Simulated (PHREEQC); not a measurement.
Model water analysis in mg/kgw, 25 °C, pH 5.77, pe 8.6:

```tsv
constituent	mg/kgw
Na	2.65
K	4.3
Ca	0.981
Mg	2.68
Cl	9.38
S(6) as SO4	7.53
Alkalinity as HCO3	4.49
Ba	0.239
Zn	0.05
```

Na is adjusted to close the charge balance.
Valence states are taken as typed.

Computed with PHREEQC (ion-association model, phreeqc.dat).

```yaml
ionic_strength: 0.000704 mol/kgw
```

```csv
species,molality,activity,log γ
CO2,0.000279,0.000279,0.000
Cl-,0.000265,0.000257,-0.013
Na+,0.000111,0.000107,-0.013
K+,0.000110,0.000107,-0.013
Mg+2,0.000109,9.65e-5,-0.052
SO4-2,7.64e-5,6.78e-5,-0.052
HCO3-,7.52e-5,7.30e-5,-0.013
```

This is a speciation only: nothing precipitates in the calculation.
